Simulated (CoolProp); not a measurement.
A simple Rankine cycle with R114: condensing at 305.15 K, boiler at 1.6 MPa, turbine inlet 419.1 K, turbine efficiency 0.9, pump efficiency 0.8, no recuperator. Each further row changes one setting.

Computed with CoolProp (reference Helmholtz-energy equation of state, Platzer 1990). This equation is an older, rougher fit; its heat capacities, sound speeds and derivatives of the liquid may be far off and weren't checked against measurements.

```csv
case,thermal efficiency (%),net work (kJ/kg),heat in (kJ/kg),turbine exit temperature (K),volume ratio over the turbine
as stated,13.2,26.4,201,370.2,6.27
turbine inlet 439.1 K,13.0,28.4,219,390.5,6.10
condensing temperature 297.15 K,14.5,30.2,209,364.5,8.00
boiler pressure 1.12 MPa,10.9,22.4,206,381.8,4.21
turbine efficiency 0.8,11.6,23.3,201,374.1,6.34
```
